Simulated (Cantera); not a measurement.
Feed: 1 mol CHF3, held at 1550 K.

Equilibrium computed with Cantera from the NASA thermochemical tables; the gas is ideal and each condensed phase is pure. Candidate condensed phases: C, C6H6, C7H8, C8H18; 95 gas species. Gases not in the tables: C2F6 and larger saturated fluorocarbons. Rates play no part.

log p: log10 of the partial pressure in bar; n: condensed amount in mol.

```csv
P (Pa),log p HF,log p CF4,log p F,log p CF2,n C(graphite)
1,-5.19,-5.50,-6.73,-6.81,0.495
10,-4.18,-4.48,-6.47,-6.30,0.497
100,(withheld),(withheld),(withheld),(withheld),0.499
1000,(withheld),(withheld),(withheld),(withheld),0.500
10000,-1.18,-1.48,-5.72,-4.79,0.500
100000,-0.18,-0.48,-5.47,-4.29,0.500
```

Fill in the missing entries.


- 100, log p HF: -3.18
- 100, log p CF4: -3.48
- 100, log p F: -6.22
- 100, log p CF2: -5.80
- 1000, log p HF: -2.18
- 1000, log p CF4: -2.48
- 1000, log p F: -5.97
- 1000, log p CF2: -5.29
